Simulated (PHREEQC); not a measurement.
Dissolve 0.0013 mol HCl and 0.035 mol MnSO4 per kg of water at 20 °C. Closed to the air; pH follows from the charge balance.

The numbers come from PHREEQC with the ion-association model, phreeqc.dat.

This is a speciation only: nothing precipitates in the calculation.

Question: Order these S species by the share of S that they hold, largest first: HSO4-, MnSO4, SO4-2.

Answer: SO4-2 (63 %), MnSO4 (36 %), HSO4- (1.6 %)

Question: Order these Mn species by the share of Mn that they hold, largest first: MnCl+, MnSO4, Mn+2.

Answer: Mn+2 (64 %), MnSO4 (36 %), MnCl+ (0.13 %)

The pH is 3.22 and the ionic strength 0.0900 mol/kgw.
